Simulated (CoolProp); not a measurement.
Computed with CoolProp (reference Helmholtz-energy equation of state, Zhou 2012).

Q: Give the vapour pressure (MPa), liquid density (kg/m³), enthalpy of vaporisation (kJ/kg) of saturated p-xylene at 464.5, 487.3 K.

A: 
```tsv
T (K)	p (MPa)	liquid density (kg/m³)	enthalpy of vaporisation (kJ/kg)
464.5	0.348	697	300
487.3	0.539	670	282
```
